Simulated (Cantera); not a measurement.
AlCl3 + NH3 + H2 (aluminium nitride and oxide growth)

A closed system holds: 1 mol AlCl3, 39 mol NH3, 8.1 mol H2, at 1.00 bar.

These are equilibrium values from Cantera (NASA tables, ideal gas, pure condensed phases), not measurements of a reactor. Candidate condensed phases: Al, AlCl3, AlN, NH4Cl; 20 gas species. The tables' values for AlCl2 are old estimates; treat these amounts as uncertain. Rates play no part.

```
T (°C)   x H2   x N2   x HCl    x AlCl       x H   x AlCl3  n AlN(s)
------  -----  -----  ------  --------  --------  --------  --------
952     0.749  0.219  0.0304   9.17e-8   2.70e-7   0.00134     0.883
1052    0.750  0.219  0.0301   1.22e-6   1.42e-6   0.00144     0.874
1152    0.750  0.219  0.0298   1.13e-5   5.91e-6   0.00152     0.863
1252    0.750  0.219  0.0294   7.65e-5   2.05e-5   0.00157     0.845
1352    0.750  0.219  0.0287  0.000402   6.11e-5   0.00155     0.799
1452    0.749  0.220  0.0270   0.00167  0.000161   0.00137     0.666
1552    0.748  0.221  0.0234   0.00540  0.000381  0.000930     0.329
1652    0.746  0.221  0.0206   0.00962  0.000826  0.000412         0
1752    0.744  0.221  0.0214    0.0102   0.00166  0.000170         0
```
x: gas mole fraction; n: condensed amount in mol.

From 952 °C to 1552 °C the condensed part is AlN(s). From 1652 °C to 1752 °C nothing is condensed. The main Al-bearing gas is AlCl3 at 952 °C and AlCl at 1752 °C.
